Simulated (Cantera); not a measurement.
Input (Python, Cantera) and output of one run.

```python
import numpy as np
import cantera as ct

gas_names = [...]  # 87 gases of nasa_gas.yaml made of C, H, Si
cond_names = """
    C(gr) C6H6(L) C7H8(L) C8H18(L),n-octa Si(cr) Si(L) SiC(b)
""".split()


# ... load() reads the species with a 1 bar reference pressure and builds the phases ...
atoms = {
    'SiH4': {'Si': 1, 'H': 4},
    'C2H4': {'C': 2, 'H': 4},
    'H2': {'H': 2},
}
top_T = {'C(gr)': 4500, 'SiC(b)': 3050}  # K; cautious upper limits of use, not melting points


# ... equilibrate(T, P, feed) seeds the gas with the atoms and calls Mixture.equilibrate('TP', solver="vcs", rtol=1e-11, max_steps=5000) ...
results = []
feed = {'SiH4': 1, 'C2H4': 1, 'H2': 11}  # mol
P = 57000  # Pa
for T in [1248, 1323, 1398, 1473, 1548, 1623, 1698, 1773, 1848, 1923, 1998, 2073, 2148]:
    mix = equilibrate(T, P, feed)
    results.append((T, P, feed, dict(zip(mix.species_names, mix.species_moles))))

top = {s: max(r[3][s] / sum(r[3][g] for g in gas_names) for r in results) for s in gas_names}
cols = sorted((s for s in top if top[s] > 1e-05), key=lambda s: -top[s])[:7]
seen = [c for c in cond_names if any(r[3].get(c, 0) > 1e-12 for r in results)]
print("log10 of partial pressures in bar; condensed amounts in mol")
print(f"{'T/K':>10s}" + "".join(f"{s[:9]:>10s}" for s in cols + seen))
for T, P, feed, n in results:
    ng = sum(n[g] for g in gas_names)
    print(f"{T:10.4g}" + "".join(f"{np.log10(max(n[s] / ng * P / 1e5, 1e-99)):10.3f}" for s in cols)
          + "".join(f"{n.get(c, 0):10.4g}" for c in seen))
```

Result:

```
log10 of partial pressures in bar; condensed amounts in mol
       T/K        H2       CH4         H C2H2,acet        Si      SiH2       CH3     C(gr)    SiC(b)
      1248    -0.247    -2.446    -6.454    -6.861   -13.761   -10.419    -7.367    0.9064         1
      1323    -0.246    -2.659    -5.923    -6.329   -12.530    -9.671    -7.041    0.9425         1
      1398    -0.245    -2.850    -5.448    -5.856   -11.431    -9.005    -6.751    0.9628         1
      1473    -0.245    -3.022    -5.020    -5.432   -10.446    -8.407    -6.492    0.9748         1
      1548    -0.245    -3.177    -4.634    -5.049    -9.556    -7.868    -6.259     0.982         1
      1623    -0.245    -3.318    -4.283    -4.702    -8.750    -7.378    -6.047    0.9862         1
      1698    -0.245    -3.446    -3.962    -4.387    -8.016    -6.933    -5.855    0.9883         1
      1773    -0.245    -3.563    -3.668    -4.098    -7.344    -6.525    -5.680    0.9885         1
      1848    -0.245    -3.671    -3.398    -3.834    -6.728    -6.151    -5.520    0.9865         1
      1923    -0.245    -3.769    -3.148    -3.590    -6.160    -5.807    -5.372    0.9819    0.9999
      1998    -0.245    -3.861    -2.918    -3.366    -5.636    -5.489    -5.236    0.9736    0.9998
      2073    -0.246    -3.946    -2.703    -3.158    -5.149    -5.194    -5.111    0.9605    0.9995
      2148    -0.247    -4.025    -2.504    -2.965    -4.698    -4.921    -4.995    0.9409    0.9989
```

Cantera equilibrium calculation (NASA polynomials, part measured and part estimated; ideal gas, pure solids and liquids). Gases not in the tables: Si2H6 and higher silanes.
